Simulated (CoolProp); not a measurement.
Properties of n-decane along the isobar 0.817 MPa.

Computed with CoolProp (reference Helmholtz-energy equation of state, Lemmon 2006). It is a short technical equation, of lower accuracy than the large ones.

```csv
T (K),phase,speed of sound (m/s),isothermal compressibility (1/MPa)
312.4,liquid,1182,?
333.3,liquid,?,0.001427
354.2,liquid,1028,0.001670
375.1,liquid,955.2,0.001971
396,liquid,884.0,0.002349
416.9,liquid,?,0.002835
437.7,liquid,?,?
458.6,liquid,676.0,?
```

Q: What belongs in the gaps?

A: 
- 312.4, isothermal compressibility (1/MPa): 0.001226
- 333.3, speed of sound (m/s): 1104
- 416.9, speed of sound (m/s): 814.1
- 437.7, speed of sound (m/s): 745.2
- 437.7, isothermal compressibility (1/MPa): 0.003473
- 458.6, isothermal compressibility (1/MPa): 0.004349
